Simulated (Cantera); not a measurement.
Charge: 1 mol MgO, 1.2 mol HBr, at 1.33 mbar.

Equilibrium computed with Cantera from the NASA thermochemical tables; the gas is ideal and each condensed phase is pure. Candidate condensed phases: Br2, H2O, Mg, MgBr2, MgO, Mg(OH)2; 20 gas species. Rates play no part.

log p: log10 of the partial pressure in bar; n: condensed amount in mol.

```
T (°C)  log p HBr  log p Br  log p H2  log p H2O  log p MgBr2  n MgO(s)
------  ---------  --------  --------  ---------  -----------  --------
777         -2.90     -5.21     -5.46      -4.51        -4.51     0.972
852         -2.91     -4.87     -5.15      -4.33        -4.33     0.957
927         -2.94     -4.59     -4.87      -4.17        -4.17     0.939
1002        -2.96     -4.34     -4.64      -4.05        -4.05     0.918
1077        -3.00     -4.13     -4.43      -3.95        -3.95     0.896
1152        -3.05     -3.95     -4.25      -3.88        -3.88     0.875
1227          ___       ___       ___      -3.82        -3.82     0.856
1302        -3.16     -3.67     -3.97      -3.79        -3.79     0.841
1377          ___       ___       ___      -3.77        -3.77     0.830
1452        -3.31     -3.47     -3.78      -3.77        -3.78     0.825
1527        -3.40     -3.40     -3.71      -3.78        -3.79     0.824
```

Complete the blanks.


- 1377, log p HBr: -3.23
- 1377, log p Br: -3.56
- 1377, log p H2: -3.87
- 1227, log p HBr: -3.10
- 1227, log p Br: -3.80
- 1227, log p H2: -4.10
